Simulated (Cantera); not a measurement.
A Cantera script and its output.

```python
import numpy as np
import cantera as ct

gas = ct.Solution("gri30.yaml")


def delay(T, t_max=10):
    gas.TPX = T, 37000, {'CH4': 1, 'O2': 1.67, 'N2': 7.67}
    reactor = ct.IdealGasReactor(gas, clone=False)
    net = ct.ReactorNet([reactor])
    net.rtol, net.atol = 1e-8, 1e-16
    while net.time < t_max:
        t_old, T_old = net.time, reactor.T
        net.step()
        if reactor.T > T + 400:  # ignition: a rise of 400 K
            return t_old + (T + 400 - T_old) / (reactor.T - T_old) * (net.time - t_old)
    return np.nan


taus = []
for T in [1398, 1473, 1548, 1623, 1698]:
    taus.append(delay(T))
    print(f"T0 = {T:6g} K   tau = {taus[-1]:.4e} s")

# d ln(tau) / d ln(k), from doubling and halving each rate constant
T, sens = 1548, []
for i in range(gas.n_reactions):
    gas.set_multiplier(2.0, i)
    up = delay(T)
    gas.set_multiplier(0.5, i)
    down = delay(T)
    gas.set_multiplier(1.0, i)
    sens.append((np.log(up / down) / np.log(4.0), gas.reaction(i).equation))
sens.sort(key=lambda x: -abs(x[0]))
print(f"sensitivities at {T} K")
for s, eq in sens[:10]:
    print(f"{s:8.3f}  {eq}")
```

It prints:

```
T0 =   1398 K   tau = 9.0106e-03 s
T0 =   1473 K   tau = 3.9256e-03 s
T0 =   1548 K   tau = 1.9013e-03 s
T0 =   1623 K   tau = 1.0120e-03 s
T0 =   1698 K   tau = 5.8117e-04 s
sensitivities at 1548 K
  -0.413  CH3 + O2 <=> CH3O + O
  -0.324  H + O2 <=> O + OH
   0.259  CH4 + H <=> CH3 + H2
   0.208  2 CH3 (+M) <=> C2H6 (+M)
  -0.149  2 CH3 <=> C2H5 + H
  -0.132  CH3 + O2 <=> CH2O + OH
  -0.101  CH3 + HO2 <=> CH3O + OH
  -0.098  CH3 + HO2 <=> CH4 + O2
  -0.082  CH2O + CH3 <=> CH4 + HCO
  -0.081  CH3 + H (+M) <=> CH4 (+M)
```

Cantera simulation using GRI-Mech 3.0 (53 species, 325 reactions); the numbers are that mechanism's predictions, not measurements.
